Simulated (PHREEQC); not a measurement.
Solution (25 °C): 0.00034 mol/kgw PbCl2 and 7e-05 mol/kgw KNO3. Closed to the air; pH follows from the charge balance.

All values are PHREEQC results (ion-association model, phreeqc.dat), not measurements.

| quantity | before | after |
|---|---|---|
| pH | 5.62 | 4.17 |
| Pb+2 (mol/kgw) | 0.000330 | 0.000324 |
| PbCl+ (mol/kgw) | 7.61e-6 | 7.44e-6 |
| PbOH+ (mol/kgw) | 2.43e-6 | 8.38e-8 |
| Pb2OH+3 (mol/kgw) | 2.08e-8 | 7.10e-10 |
| SI of Pb(OH)2 (Pb(OH)2) | -0.45 | -3.36 |

**Question.** Which change was made?
A) temperature from 25 to 60 °C
B) 4.4e-06 mol/kgw Na2SO4 added
C) 0.00021 mol/kgw NaCl added
D) KNO3 left out
E) KNO3 replaced by KHSO4 at the same molality

**Answer.** E, KNO3 replaced by KHSO4 at the same molality

Precipitation was switched off in this run.
